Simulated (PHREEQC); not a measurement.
A solution holds 0.18 mol/kgw HNO3, 0.0071 mol/kgw NiCl2 and 6.8e-05 mol/kgw CsCl, at 25 °C. Closed to the air; pH follows from the charge balance.

Computed with PHREEQC (ion-association model, wateq4f.dat).

Q: The ionic strength comes out as 0.201 mol/kgw. What activity coefficients do Cl-, NiCl+, NO3-, Ni+2, Cs+ get?

A: Cl- 0.71, NiCl+ 0.75, NO3- 0.69, Ni+2 0.31, Cs+ 0.75.

Precipitation was switched off in this run.
